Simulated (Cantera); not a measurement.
Input: 1 mol PbO, 11 mol H2, equilibrated at 10.0 mbar.

Method: chemical equilibrium by Gibbs-energy minimisation in Cantera with the NASA 1993 tables (ideal gas, pure condensed phases). Candidate condensed phases: H2O, Pb, PbO, PbO2, Pb3O4; 12 gas species. Rates play no part.

x: gas mole fraction; n: condensed amount in mol.

| T (°C) | x H2 | x H2O | x Pb | x H | n Pb(l) |
|---|---|---|---|---|---|
| 377 | 0.909 | 0.0909 | 9.36e-9 | <1e-12 | 1.00 |
| 452 | 0.909 | 0.0909 | 3.37e-7 | <1e-12 | 1.000 |
| 527 | 0.909 | 0.0909 | 6.14e-6 | 2.76e-11 | 1.000 |
| 602 | 0.909 | 0.0909 | 6.74e-5 | 4.78e-10 | 0.999 |
| 677 | 0.909 | 0.0909 | … | … | 0.994 |
| 752 | 0.907 | 0.0907 | 0.00278 | 4.15e-8 | 0.969 |
| 827 | 0.898 | 0.0898 | … | … | … |
| 902 | 0.870 | 0.0870 | 0.0435 | 1.14e-6 | 0.499 |
| 977 | 0.833 | 0.0833 | 0.0833 | 4.41e-6 | 0 |
| 1052 | 0.833 | 0.0833 | 0.0833 | 1.49e-5 | 0 |
| 1127 | 0.833 | 0.0833 | 0.0833 | 4.44e-5 | 0 |
| 1202 | 0.833 | 0.0833 | 0.0833 | 0.000118 | 0 |
| 1277 | 0.833 | 0.0833 | 0.0833 | 0.000287 | 0 |

Problem. Complete the blanks.

Solution. 
- 827, x Pb: 0.0121
- 827, x H: 2.45e-7
- 827, n Pb(l): 0.865
- 677, x Pb: 0.000503
- 677, x H: 5.30e-9
